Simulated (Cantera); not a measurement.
A Cantera script and what it prints.

```python
import numpy as np
import cantera as ct

gas_names = [...]  # 110 gases of nasa_gas.yaml made of C, H, O
cond_names = """
    C(gr) C6H6(L) C7H8(L) C8H18(L),n-octa H2O(s) H2O(L)
""".split()


# ... load() reads the species with a 1 bar reference pressure and builds the phases ...
atoms = {
    'acetone': {'C': 3, 'H': 6, 'O': 1},
    'H2': {'H': 2},
}
top_T = {'C(gr)': 4500}  # K; cautious upper limits of use, not melting points


# ... equilibrate(T, P, feed) seeds the gas with the atoms and calls Mixture.equilibrate('TP', solver="vcs", rtol=1e-11, max_steps=5000) ...
results = []
feed = {'acetone': 1, 'H2': 8}  # mol
T = 2098.15  # K
P = 1000  # Pa
mix = equilibrate(T, P, feed)
results.append((T, P, feed, dict(zip(mix.species_names, mix.species_moles))))
print(gas.report(threshold=0.0001))
for i in range(1, mix.n_phases):
    print(f"{mix.phase(i).name:16s} {mix.phase_moles(i):12.5e} mol")
```

It prints:

```
       temperature   2098.2 K
          pressure   1000 Pa
           density   0.00023801 kg/m^3
  mean mol. weight   4.1521 kg/kmol
   phase of matter   gas

                          1 kg             1 kmol
                     ---------------   ---------------
          enthalpy        1.2946e+07        5.3755e+07  J
   internal energy        8.7449e+06         3.631e+07  J
           entropy             57042        2.3684e+05  J/K
    Gibbs function       -1.0674e+08       -4.4318e+08  J
 heat capacity c_p            8270.3             34339  J/K
 heat capacity c_v            6267.9             26025  J/K

                      mass frac. Y      mole frac. X     chem. pot. / RT
                     ---------------   ---------------   ---------------
                CO           0.55401          0.082124           -41.308
    C2H2,acetylene         0.0079516          0.001268           -30.096
                 H         0.0070449          0.029019           -12.179
                H2           0.43096           0.88758           -24.359
     [ +106 minor]        3.4061e-05        6.5592e-06

C(gr)             1.96900e+00 mol
```

Method: chemical equilibrium by Gibbs-energy minimisation in Cantera with the NASA 1993 tables (ideal gas, pure condensed phases). The feed counts by its element totals alone.
